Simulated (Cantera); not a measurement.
Cantera run, input and output.

```python
import numpy as np
import cantera as ct

gas = ct.Solution("gri30.yaml")
gas.TPX = 1125, 1500000, {'CH4': 0.0028, 'O2': 0.012, 'N2': 1}
reactor = ct.IdealGasConstPressureReactor(gas, energy="off", clone=False)
net = ct.ReactorNet([reactor])
net.rtol, net.atol = 1e-08, 1e-18
show = ['CH4', 'O2', 'O', 'H2', 'CH2CO', 'HCO']
times = np.geomspace(3e-06, 5, 13)

steps = ct.SolutionArray(gas, extra=["t"])
rows = []
print(f"{'t/s':>10s}{'T/K':>9s}{'P/Pa':>11s}" + "".join(f"{s:>11s}" for s in show))
for t in times:
    while net.time < t:
        t_next = net.step()
        steps.append(gas.state, t=t_next)
    rows.append([np.interp(t, steps.t, y) for y in (steps.T, steps.P, *steps(*show).X.T)])
    print(f"{t:10.3e}{rows[-1][0]:9.1f}{rows[-1][1]:11.4g}" + "".join(f"{x:11.3e}" for x in rows[-1][2:]))
rate = np.gradient(steps.T, steps.t)
print("integrator steps:", len(steps.t))
if steps.T.max() > steps.T[0] + 200:
    print(f"time of steepest temperature rise: {steps.t[rate.argmax()]:.4e} s")
gas.TPX = 1125, 1500000, {'CH4': 0.0028, 'O2': 0.012, 'N2': 1}
gas.equilibrate("TP")
print(f"equilibrium (TP): T = {gas.T:.1f} K  " + "  ".join(f"{s} {gas[s].X[0]:.3e}" for s in show))
```

It prints:

```
       t/s      T/K       P/Pa        CH4         O2          O         H2      CH2CO        HCO
 3.000e-06   1125.0    1.5e+06  2.759e-03  1.182e-02  2.089e-14  2.711e-14  6.551e-33  1.187e-21
 9.899e-06   1125.0    1.5e+06  2.759e-03  1.182e-02  4.438e-14  1.110e-13  5.792e-30  1.320e-20
 3.267e-05   1125.0    1.5e+06  2.759e-03  1.182e-02  8.608e-14  4.606e-13  3.339e-27  1.454e-19
 1.078e-04   1125.0    1.5e+06  2.759e-03  1.182e-02  2.228e-13  2.409e-12  1.571e-24  1.615e-18
 3.557e-04   1125.0    1.5e+06  2.759e-03  1.182e-02  7.059e-13  1.767e-11  7.415e-22  1.872e-17
 1.174e-03   1125.0    1.5e+06  2.759e-03  1.182e-02  2.691e-12  1.733e-10  4.686e-19  2.524e-16
 3.873e-03   1125.0    1.5e+06  2.759e-03  1.182e-02  1.337e-11  2.299e-09  5.643e-16  5.053e-15
 1.278e-02   1125.0    1.5e+06  2.758e-03  1.182e-02  4.575e-11  3.692e-08  4.439e-13  1.095e-13
 4.217e-02   1125.0    1.5e+06  2.750e-03  1.182e-02  1.207e-10  4.529e-07  6.118e-11  1.297e-12
 1.392e-01   1125.0    1.5e+06  2.122e-04  7.808e-03  6.342e-08  1.599e-04  7.492e-06  6.657e-10
 4.592e-01   1125.0    1.5e+06  5.734e-08  6.596e-03  1.813e-08  1.577e-06  9.564e-11  1.485e-13
 1.515e+00   1125.0    1.5e+06  7.213e-13  6.347e-03  2.654e-09  2.432e-07  1.494e-13  2.193e-15
 5.000e+00   1125.0    1.5e+06  2.016e-16  6.308e-03  1.318e-10  1.131e-08  5.005e-15  2.728e-18
integrator steps: 2189
equilibrium (TP): T = 1125.0 K  CH4 1.460e-40  O2 6.296e-03  O 9.517e-11  H2 4.357e-11  CH2CO 2.779e-47  HCO 3.184e-25
```

Model: GRI-Mech 3.0 (53 species, 325 reactions), integrated in Cantera. The pressure lies above the range GRI-Mech 3.0 was tuned for (to about 10 atm).
